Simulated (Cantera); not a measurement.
A closed system holds: 1 mol SiH4, 0.61 mol Cl2, 360 mol H2, at 11000 Pa.

Cantera equilibrium calculation (NASA polynomials, part measured and part estimated; ideal gas, pure solids and liquids). Candidate condensed phases: Si; 19 gas species. Gases not in the tables: Si2H6 and higher silanes. Kinetics and transport are ignored.

What share of the Si ends up in condensed phases as a function of T (K), at 800, 900, 1000, 1100, 1200, 1300, 1400, 1500, 1600, 1700?


```tsv
T (K)	Si condensed (%)	as
800	69.4	Si(s)
900	80.9	Si(s)
1000	94.0	Si(s)
1100	98.3	Si(s)
1200	98.9	Si(s)
1300	98.9	Si(s)
1400	98.8	Si(s)
1500	98.6	Si(s)
1600	98.4	Si(s)
1700	97.7	Si(l)
```
